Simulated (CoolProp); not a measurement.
Ethylbenzene at several states: density (kg/m³) from the reference equation and from simpler models built on Tc = 344.0 °C, pc = 36.22 bar, ω = 0.304; each cubic takes its own stable root.

Computed with CoolProp (reference Helmholtz-energy equation of state, Zhou 2012).

| T (°C) | p (bar) | phase | reference |
|---|---|---|---|
| 317.55 | 1.06 | gas | 2.320 |
| 332.95 | 83.7 | liquid | 548.2 |
| 19.15 | 114 | liquid | 875.5 |
| 9.25 | 0.167 | liquid | 876.2 |

Task: How far does each simpler model (Redlich-Kwong, Soave-Redlich-Kwong) lie from the reference over these 4 states: mean and median of the absolute difference, and the worst?

Result: 
- Redlich-Kwong: mean 11.1 %, median 14.3 %, worst -15.7 % at 332.95 °C and 83.7 bar
- Soave-Redlich-Kwong: mean 10.1 %, median 12.5 %, worst -15.0 % at 332.95 °C and 83.7 bar
